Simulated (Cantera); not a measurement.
An adiabatic, constant-volume homogeneous reactor starts with 10.3 % CH4, 18.8 % O2, 70.7 % N2, 0.155 % C2H6, at 1400 K and 1.00 bar.

Detailed kinetics in Cantera: GRI-Mech 3.0 (53 species, 325 reactions).

Problem. Predict: time of steepest temperature rise; temperature at 3.00 s; equilibrium temperature; x(O2) at 3.00 s; x(H) at 3.00 s; x(CH2O) at 3.00 s; x(H2O) at 3.00 s.

Solution. 
| Property | Value |
|---|---|
| time of steepest temperature rise | 2.22 ms |
| temperature at 3.00 s | 2902 K |
| equilibrium temperature | 2902 K |
| x(O2) at 3.00 s | 0.0120 (gas-phase equilibrium 0.0120) |
| x(H) at 3.00 s | 0.0135 (gas-phase equilibrium 0.0135) |
| x(CH2O) at 3.00 s | 1.55e-9 (gas-phase equilibrium 1.55e-9) |
| x(H2O) at 3.00 s | 0.151 (gas-phase equilibrium 0.151) |
